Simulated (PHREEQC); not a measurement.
Dissolve 1.8 mol/kgw H2SO4, 0.28 mol/kgw MnCl2 and 0.18 mol/kgw LiCl at 18 °C. Closed to the air; pH follows from the charge balance.

Model: ion-association model with the Davies equation for every ion, phreeqc.dat, run in PHREEQC.

No solid was allowed to form.

**Question.** Predict the pH, ionic strength.

**Answer.** pH -0.32; ionic strength 2.33 mol/kgw.

**Question.** In which forms is S present?

**Answer.** HSO4- 96 %, MnSO4 3.6 % of the S.

The ionic strength is past about 0.7 mol/kgw, beyond the range of this activity model, so the values are rough. Species that the database lacks are ignored.
